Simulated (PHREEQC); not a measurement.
A made-up water analysis in mg/L, 25 °C, pH 7.57, pe 9.8:

```csv
constituent,mg/L
Na,224
K,1.3
Ca,63
Mg,14.6
Cl,144
S(6) as SO4,106
Alkalinity as HCO3,491
Zn,0.102
N(5) as NO3,16.1
Li,0.056
O(0) (dissolved oxygen),0.302
Pb,17.2
```

Valence states are taken as typed.

All values are PHREEQC results (ion-association model, phreeqc.dat), not measurements.

No solid was allowed to form.

Q: Order these Pb species by the share of Pb that they hold, largest first: PbHCO3+, Pb+2, PbOH+, Pb(CO3)2-2, PbCO3.

A: PbCO3 (91 %), Pb(CO3)2-2 (4.5 %), PbHCO3+ (2.7 %), Pb+2 (0.75 %), PbOH+ (0.37 %)

The pH is 7.57 and the ionic strength 0.0167 mol/kgw. Examples of supersaturated solids here: Cerussite, Pb(OH)2. Others may be too. The database's zinc carbonate complexes are estimates, stronger than later reviews accept.
